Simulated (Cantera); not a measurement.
What does this Cantera script print?

```python
import numpy as np
import cantera as ct

gas = ct.Solution("gri30.yaml")


def delay(T, t_max=10):
    gas.TPX = T, 2800000, {'CH4': 1, 'H2': 0.15, 'O2': 1.07, 'N2': 4.19, 'H2O': 0.21}
    reactor = ct.IdealGasConstPressureReactor(gas, clone=False)
    net = ct.ReactorNet([reactor])
    net.rtol, net.atol = 1e-8, 1e-16
    while net.time < t_max:
        t_old, T_old = net.time, reactor.T
        net.step()
        if reactor.T > T + 400:  # ignition: a rise of 400 K
            return t_old + (T + 400 - T_old) / (reactor.T - T_old) * (net.time - t_old)
    return np.nan


taus = []
for T in [875, 950, 1025, 1100, 1175, 1250, 1325, 1400, 1475]:
    taus.append(delay(T))
    print(f"T0 = {T:6g} K   tau = {taus[-1]:.4e} s")
```

Output:

```
T0 =    875 K   tau = 1.4248e-01 s
T0 =    950 K   tau = 1.9854e-02 s
T0 =   1025 K   tau = 4.1505e-03 s
T0 =   1100 K   tau = 1.2457e-03 s
T0 =   1175 K   tau = 5.1735e-04 s
T0 =   1250 K   tau = 2.7000e-04 s
T0 =   1325 K   tau = 1.5789e-04 s
T0 =   1400 K   tau = 9.6016e-05 s
T0 =   1475 K   tau = 5.8639e-05 s
```

Computed with Cantera and GRI-Mech 3.0 (53 species, 325 reactions). The pressure lies above the range GRI-Mech 3.0 was tuned for (to about 10 atm). Below about 1000 K GRI-Mech 3.0 lacks low-temperature oxidation paths. Below about 950 K walls govern HO2 and H2O2 in real vessels.
